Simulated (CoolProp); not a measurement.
Properties of hydrogen chloride at several states (Tc = 324.7 K, pc = 8.314 MPa, ω = 0.130).

Model: reference Helmholtz-energy equation of state, Thol 2018, in CoolProp.

```csv
T (K),p (MPa),phase,Z,cp (kJ/(kg K)),fugacity coefficient
317.3,0.0177,gas,0.9991,0.8004,0.9991
342.3,34,supercritical,0.5217,1.802,0.3001
359.5,0.98,gas,0.9674,0.8493,0.9681
```
